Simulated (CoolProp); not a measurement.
The numbers come from the reference Helmholtz-energy equation of state, Lemmon 2006 in CoolProp. It is a short technical equation, of lower accuracy than the large ones.

Question: Give the vapour pressure (kPa), liquid density (kg/m³), vapour density (kg/m³), liquid cp (kJ/(kg K)) of saturated CH3F (R41) at 4.05 °C.

Answer: 
| T (°C) | p (kPa) | liquid density (kg/m³) | vapour density (kg/m³) | liquid cp (kJ/(kg K)) |
|---|---|---|---|---|
| 4.05 | 2270 | 664 | 48.2 | 2.72 |
